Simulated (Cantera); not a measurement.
Ignition delay

Mixture: 11.5 % H2, 12.7 % O2, 70.1 % N2, 5.73 % H2O, at 32000 Pa, adiabatic and at constant volume. Ignition delay is the time to a rise of 400 K.

Model: the H2/O2 subset of GRI-Mech 3.0, which has no nitrogen chemistry, integrated in Cantera. Where the delays flatten at high temperature, the 400 K rule measures the pace of heat release, not the induction time.

```
T0 (K)  delay (ms)
------  ----------
1323         0.204
1373         0.199
1423         0.200
1473         0.206
1523         0.216
1573         0.230
```
